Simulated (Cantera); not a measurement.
Input: 1 mol SiH4, 0.14 mol H2O, at 0.540 bar.

Method: chemical equilibrium by Gibbs-energy minimisation in Cantera with the NASA 1993 tables (ideal gas, pure condensed phases). Candidate condensed phases: H2O, Si, SiO2; 18 gas species. Equilibrium is a limit: real reactors are often held back by kinetics, nucleation or transport.

x: gas mole fraction; n: condensed amount in mol.

```
T (K)  x H2   x SiH4       x H  n Si(s)  n SiO2(α-quartz)  n SiO2(β-quartz)
-----  ----  -------  --------  -------  ----------------  ----------------
823    1.00  1.22e-7  9.98e-12    0.930            0.0700                 0
848    1.00      ___       ___    0.930                 0            0.0700
873    1.00      ___       ___    0.930                 0            0.0700
898    1.00  1.62e-7  1.49e-10    0.930                 0            0.0700
923    1.00  1.76e-7  3.33e-10    0.930                 0            0.0700
948    1.00  1.91e-7  7.14e-10    0.930                 0            0.0700
973    1.00  2.06e-7   1.47e-9    0.930                 0            0.0700
998    1.00  2.21e-7   2.93e-9    0.930                 0            0.0700
```

Problem. What belongs in the gaps?

Solution. 
- 873, x SiH4: 1.48e-7
- 873, x H: 6.37e-11
- 848, x SiH4: 1.35e-7
- 848, x H: 2.59e-11
